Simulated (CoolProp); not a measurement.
Vapour-liquid equilibrium of 1-butene (1) + n-butane (2) at 305.2 K; x and y are mole fractions of (1).

Model: multi-fluid Helmholtz-energy mixture model, Lemmon 2005 and Bücker 2006; pair parameters Bell 2016, in CoolProp.

```tsv
x	bubble pressure (bar)	y at the bubble point	dew pressure at overall composition x (bar)	liquid density (mol/L)
0.05	3.047	0.060	3.041	9.741
0.2	3.153	0.233	3.133	9.827
0.35	3.261	0.395	3.231	9.914
0.5	3.366	0.546	3.334	10.00
0.65	3.465	0.688	3.439	10.09
0.8	3.556	0.823	3.541	10.19
0.95	3.637	0.956	3.633	10.29
```

No azeotrope shows between x = 0.05 and 0.95.

The pair parameters rest on a limited set of measurements; away from them the model extrapolates.
